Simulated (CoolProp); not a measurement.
Oxygen at 293.15 K and 2.99 MPa flows at 8.7 m/s in a round tube of 2 mm bore and 0.25 µm roughness, fully developed (64/Re and Nu = 3.66 if laminar; Colebrook and Gnielinski if turbulent). Each further row changes one setting.

The numbers come from the reference Helmholtz-energy equation of state, Schmidt 1985 in CoolProp.

```csv
case,Reynolds number,Darcy friction factor,pressure drop (Pa/m),heat-transfer coefficient (W/(m² K)),mass flow (kg/h)
as stated,33300,0.0233,17600,1090,3.94
velocity 17.4 m/s,66600,[?],61000,1890,7.88
diameter 4 mm,66600,0.0199,[?],[?],[?]
```

Some entries are withheld; supply them.


- velocity 17.4 m/s, Darcy friction factor: 0.0201
- diameter 4 mm, pressure drop (Pa/m): 7530
- diameter 4 mm, heat-transfer coefficient (W/(m² K)): 932
- diameter 4 mm, mass flow (kg/h): 15.8

Viscosity comes from a separate model (Lemmon 2004). Thermal conductivity comes from a separate model (Lemmon 2004).
